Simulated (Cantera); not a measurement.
## Equilibrium for thermal oxidation and active oxidation of silicon: Si + O2 + N2

A closed system holds: 1 mol Si, 0.033 mol O2, 20 mol N2, equilibrated at 88.0 Pa.

Cantera equilibrium calculation (NASA polynomials, part measured and part estimated; ideal gas, pure solids and liquids). Candidate condensed phases: Si, SiO2, Si2N2O, Si3N4; 16 gas species. N2 is the only nitrogen source here; it is nearly inert below about 1500 K, so the nitride shown seldom forms there in practice. Mutual solubility and eutectic melting of coexisting phases are not modelled. Kinetics and transport are ignored.

From 1375 K to 1575 K the condensed part is Si2N2O(s) + Si3N4(s). At 1600 K the condensed part is Si3N4(s). The main Si-bearing gas is SiO throughout.

```csv
T (K),log p N2,log p SiO,log p Si,log p SiN,log p Si2N,log p Si2,log p Si3,n Si2N2O(s),n Si3N4(s)
1375,-3.06,-8.32,-11.01,-12.18,-13.70,<-15,<-15,0.0659,0.289
1400,-3.06,-7.92,-10.54,-11.76,-13.10,<-15,<-15,0.0657,0.289
1425,-3.06,-7.55,-10.09,-11.36,-12.52,-14.52,<-15,0.0654,0.290
1450,-3.06,-7.18,-9.65,-10.98,-11.97,-13.85,<-15,0.0645,0.290
1475,-3.06,-6.83,-9.23,-10.60,-11.43,-13.19,-14.95,0.0627,0.290
1500,-3.06,-6.49,-8.82,-10.24,-10.91,-12.56,-14.15,0.0588,0.292
1525,-3.06,-6.16,-8.43,-9.89,-10.41,-11.95,-13.38,0.0506,0.294
1550,-3.06,-5.84,-8.05,-9.56,-9.93,-11.36,-12.63,0.0339,0.300
1575,-3.06,-5.53,-7.68,-9.23,-9.46,-10.79,-11.91,0.000615,0.311
1600,-3.06,-5.52,-7.32,-8.92,-9.00,-10.24,-11.21,0,0.311
```
log p: log10 of the partial pressure in bar; n: condensed amount in mol.
